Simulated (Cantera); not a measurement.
Input: 1 mol CH3Cl, at 750 Torr.

Method: chemical equilibrium by Gibbs-energy minimisation in Cantera with the NASA 1993 tables (ideal gas, pure condensed phases). Candidate condensed phases: C, C6H6, C7H8, C8H18; 103 gas species. Ions and electrons are included (thermal ionisation). The tables' values for CCl are old estimates; treat these amounts as uncertain. Kinetics and transport are ignored. All values below are at 3977 °C.

Base state: H 0.571, Cl 0.212, H2 0.0565, C 0.0491, C3 0.0385, HCl 0.0325, C2 0.0218, C2H 0.0133 (mole fractions); condensed: gas only.

**Question.** What changes in the equilibrium state with this change: pressure from 750 Torr to 0.300 Torr?

**Answer.** 
```json
[
 {"species": "H", "before": "0.571", "after": "0.600"},
 {"species": "Cl", "before": "0.212", "after": "0.200"},
 {"species": "C", "before": "0.0491", "after": "0.200"},
 {"species": "H2", "before": "0.0565", "after": "2.50e-5"},
 {"species": "C3", "before": "0.0385", "after": "4.13e-7"},
 {"species": "C2H", "before": "0.0133", "after": "3.71e-8"},
 {"species": "HCl", "before": "0.0325", "after": "1.29e-5"},
 {"species": "C2", "before": "0.0218", "after": "0.000144"},
 {"species": "C2H2 (acetylene)", "before": "0.00227", "after": "<1e-9"},
 {"species": "C5", "before": "0.000511", "after": "<1e-9"},
 {"species": "C4", "before": "0.000382", "after": "<1e-9"},
 {"species": "C2HCl", "before": "7.74e-5", "after": "<1e-9"}
]
```
